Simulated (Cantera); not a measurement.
**Adiabatic ignition**

An adiabatic, constant-volume homogeneous reactor starts with 4.16 % CH4, 1.12 % C2H6, 0.624 % C3H8, 15.4 % O2, 57.9 % N2, 20.8 % H2O, equivalence ratio 1.00, at 1625 K and 345 Torr.

Detailed kinetics in Cantera: GRI-Mech 3.0 (53 species, 325 reactions).

```
t (s)     T (K)  P (bar)   x CH4   x C2H6   x C3H8     x HCN       x H     x CO2
--------  -----  -------  ------  -------  -------  --------  --------  --------
2.00e-6    1622    0.459  0.0416   0.0111  0.00609    <1e-12   2.41e-5   2.97e-8
5.73e-6    1617    0.458  0.0414   0.0108  0.00574  2.92e-12   4.78e-5   1.20e-6
1.64e-5    1609    0.457  0.0406  0.00965  0.00462  1.36e-10  0.000101   2.50e-5
4.70e-5    1635    0.470  0.0356  0.00556  0.00154   4.88e-9  0.000295  0.000320
0.000135   2444    0.746  <1e-12   <1e-12   <1e-12  1.52e-11    0.0192    0.0418
0.000385   2658    0.799  <1e-12   <1e-12   <1e-12  1.01e-10    0.0105    0.0466
0.00110    2675    0.803  <1e-12   <1e-12   <1e-12  2.09e-10   0.00977    0.0471
0.00316    2671    0.802  <1e-12   <1e-12   <1e-12  4.11e-10   0.00965    0.0471
0.00906    2667    0.800  <1e-12   <1e-12   <1e-12  6.16e-10   0.00953    0.0470
0.0259     2666    0.800  <1e-12   <1e-12   <1e-12  6.45e-10   0.00951    0.0469
0.0743     2666    0.800  <1e-12   <1e-12   <1e-12  6.45e-10   0.00951    0.0469
0.213      2666    0.800  <1e-12   <1e-12   <1e-12  6.45e-10   0.00951    0.0469
0.610      2666    0.800  <1e-12   <1e-12   <1e-12  6.45e-10   0.00951    0.0469
1.75       2666    0.800  <1e-12   <1e-12   <1e-12  6.45e-10   0.00951    0.0469
5.00       2666    0.800  <1e-12   <1e-12   <1e-12  6.45e-10   0.00951    0.0469
```
x: mole fraction; the columns are a selection and need not sum to one.

```
Item                                                              Result
---------------------------------  -------------------------------------
time of steepest temperature rise                                88.1 µs
temperature at 5.00 s                                             2666 K
equilibrium temperature                                           2666 K
x(CH4) at 5.00 s                   <1e-12 (gas-phase equilibrium <1e-12)
x(C2H6) at 5.00 s                  <1e-12 (gas-phase equilibrium <1e-12)
x(C3H8) at 5.00 s                  <1e-12 (gas-phase equilibrium <1e-12)
```
